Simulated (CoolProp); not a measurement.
Computed with CoolProp (reference Helmholtz-energy equation of state, McLinden 2020).

Question: For R1336mzz(Z), give the phase and the Joule-Thomson coefficient (K/MPa) at 304.9 K and 0.14 bar; 350.7 K and 6.76 bar.

Answer: 
- 304.9 K and 0.14 bar: gas; Joule-Thomson coefficient 35.4
- 350.7 K and 6.76 bar: liquid; Joule-Thomson coefficient -0.0447
